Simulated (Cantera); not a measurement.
# Ignition delay

Mixture: 15.1 % CO, 2.56 % H2, 17.3 % O2, 65.0 % N2, at 1.30 bar, adiabatic and at constant volume. Ignition delay is the time to a rise of 400 K.

Computed with Cantera and GRI-Mech 3.0 (53 species, 325 reactions). Where the delays flatten at high temperature, the 400 K rule measures the pace of heat release, not the induction time.

```
T0 (K)  delay (ms)
------  ----------
1150         0.120
1250        0.0777
1350        0.0600
1450        0.0517
1550        0.0480
1650        0.0474
1750        0.0493
```
